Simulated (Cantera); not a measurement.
An adiabatic, constant-volume homogeneous reactor starts with CH₄ : O₂ : N₂ = 1 : 1.33 : 5.01 (molar parts), at 1575 K and 29000 Pa. Integrator tolerance rtol = 1e-08.

Detailed kinetics in Cantera: GRI-Mech 3.0 (53 species, 325 reactions).

```json
[
 {"quantity": "time of steepest temperature rise", "before": "1.70 ms", "after": "42.9 µs"},
 {"quantity": "temperature at 5.00 s", "before": "2824 K", "after": "3185 K"},
 {"quantity": "equilibrium temperature", "before": "2824 K", "after": "3185 K"},
 {"quantity": "x(CH₄) at 5.00 s", "before": "<1e-12 (gas-phase equilibrium <1e-12)", "after": "3.10e-10 (gas-phase equilibrium 3.52e-10)"},
 {"quantity": "x(O₂) at 5.00 s", "before": "0.00348 (gas-phase equilibrium 0.00348)", "after": "0.000551 (gas-phase equilibrium 0.000551)"},
 {"quantity": "x(OH) at 5.00 s", "before": "0.0173 (gas-phase equilibrium 0.0173)", "after": "0.00808 (gas-phase equilibrium 0.00808)"},
 {"quantity": "x(H₂O₂) at 5.00 s", "before": "8.36e-8 (gas-phase equilibrium 8.36e-8)", "after": "6.77e-7 (gas-phase equilibrium 6.77e-7)"},
 {"quantity": "x(NO₂) at 5.00 s", "before": "2.80e-7 (gas-phase equilibrium 2.80e-7)", "after": "5.45e-7 (gas-phase equilibrium 5.45e-7)"},
 {"quantity": "x(NO) at 5.00 s", "before": "0.00429 (gas-phase equilibrium 0.00429)", "after": "0.00268 (gas-phase equilibrium 0.00268)"}
]
```

Problem. What was changed between the two runs?
A. pressure from 29000 Pa to 2700000 Pa
B. initial temperature 1575 to 1723 K
C. pressure from 29000 Pa to 74000 Pa
D. pressure from 29000 Pa to 2200000 Pa

Solution. A, pressure from 29000 Pa to 2700000 Pa
